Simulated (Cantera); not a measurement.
## Low-pressure radical oxidation in H2/O2

An isothermal, constant-pressure homogeneous reactor starts with H2 : O2 = 0.043 : 1 (molar parts), at 1048 K and 10.00 Torr.

Model: the H2/O2 subset of GRI-Mech 3.0, which has no nitrogen chemistry, integrated in Cantera. Radical loss at walls, strong at low pressure, is not modelled. The temperature is held fixed by assumption; the heat of reaction is taken as removed at once.

```csv
t (s),x H2,x O2,x H2O2,x O,x HO2
1.00e-5,0.0412,0.959,<1e-12,<1e-12,1.34e-11
6.88e-5,0.0412,0.959,<1e-12,2.59e-11,9.25e-11
0.000473,0.0412,0.959,<1e-12,9.36e-10,6.44e-10
0.00325,0.0412,0.959,4.76e-11,1.40e-5,1.81e-7
0.0224,0.000393,0.944,7.75e-8,0.0127,4.50e-6
0.154,2.54e-5,0.957,6.49e-8,0.000850,1.50e-6
1.06,6.70e-7,0.958,1.96e-8,2.46e-5,1.33e-7
7.27,3.34e-8,0.958,3.11e-9,1.33e-6,1.00e-8
50.0,3.08e-9,0.958,4.47e-10,1.28e-7,1.31e-9
```
x: mole fraction; the columns are a selection and need not sum to one.

Equilibrium at this temperature and pressure: H2 1.28e-10, O2 0.958, H2O2 2.41e-11, O 5.40e-9, HO2 1.33e-9 (gas phase only).
